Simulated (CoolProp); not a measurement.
Oxygen at 293.15 K and 0.968 MPa is throttled through a valve to 0.463 MPa with no heat exchange. Each further row changes one setting.

Values from CoolProp's reference Helmholtz-energy equation of state, Schmidt 1985.

| case | temperature change (K) | final density (kg/m³) |
|---|---|---|
| as stated | -1.4 | 6.13 |
| outlet pressure 0.139 MPa | (withheld) | (withheld) |
| outlet pressure 0.602 MPa | -1.0 | (withheld) |

Task: Some entries are withheld; supply them.

Result: 
- outlet pressure 0.139 MPa, temperature change (K): -2.3
- outlet pressure 0.139 MPa, final density (kg/m³): 1.84
- outlet pressure 0.602 MPa, final density (kg/m³): 7.96
